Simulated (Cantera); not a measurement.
What does this Cantera script print?

```python
import numpy as np
import cantera as ct

surf = ct.Interface("ptcombust.yaml", "Pt_surf")
gas = surf.adjacent["gas"]
gas.TPX = 300, 2300, {'CH4': 0.039, 'O2': 0.052, 'N2': 0.79}
jet = ct.ImpingingJet(gas=gas, width=0.046, surface=surf)
jet.inlet.mdot, jet.inlet.T, jet.inlet.X = 0.19, 300, {'CH4': 0.039, 'O2': 0.052, 'N2': 0.79}
jet.set_refine_criteria(ratio=10, slope=0.2, curve=0.3)
show, cover = ['CH4', 'O2', 'H2O', 'OH', 'CO', 'CO2'], ["PT(S)", "H(S)", "O(S)", "OH(S)", "CO(S)", "C(S)"]

rows = []
print(f"{'Ts/K':>7s}" + "".join(f"{s:>11s}" for s in show + cover) + "   (gas at the wall, coverages)")
for i, Ts in enumerate([850, 900, 950, 1000, 1050, 1100]):
    jet.surface.T = Ts
    if i == 0:
        surf.TP = Ts, 2300
        surf.coverages = "PT(S):0.5, O(S):0.5"
        surf.advance_coverages(1.0)
        jet.set_initial_guess(products="inlet")
    jet.solve(loglevel=0, auto=(i == 0))
    rows.append([*(jet.X[gas.species_index(s), -1] for s in show), *surf[cover].coverages])
    print(f"{Ts:7g}" + "".join(f"{x:11.3e}" for x in rows[-1]))
```

It prints:

```
   Ts/K        CH4         O2        H2O         OH         CO        CO2      PT(S)       H(S)       O(S)      OH(S)      CO(S)       C(S)   (gas at the wall, coverages)
    850  3.908e-02  4.796e-02  9.782e-03  8.927e-09  1.436e-05  6.350e-03  2.598e-01  2.792e-08  7.396e-01  5.605e-04  2.150e-05  5.500e-08
    900  3.488e-02  3.903e-02  1.764e-02  3.628e-08  1.943e-05  1.149e-02  3.581e-01  8.942e-08  6.412e-01  6.542e-04  1.973e-05  7.026e-08
    950  2.931e-02  2.722e-02  2.799e-02  1.178e-07  2.560e-05  1.829e-02  4.790e-01  2.576e-07  5.203e-01  6.997e-04  1.856e-05  8.891e-08
   1000  1.267e-02  6.438e-03  5.762e-02  3.838e-09  2.785e-02  6.198e-03  9.628e-01  1.655e-04  4.779e-05  1.275e-05  3.562e-02  1.365e-03
   1050  1.253e-02  6.509e-03  5.732e-02  1.012e-08  2.810e-02  6.084e-03  9.811e-01  2.005e-04  5.178e-05  1.109e-05  1.775e-02  8.860e-04
   1100  1.258e-02  6.678e-03  5.655e-02  2.636e-08  2.758e-02  6.631e-03  9.902e-01  2.195e-04  6.450e-05  1.046e-05  9.019e-03  5.137e-04
```

Detailed kinetics in Cantera: Deutschmann's 1995 Pt surface mechanism with GRI-Mech 3.0 gas chemistry. Catalytic surfaces can have several steady states; this one follows from the mechanism file's or the stated starting coverage.
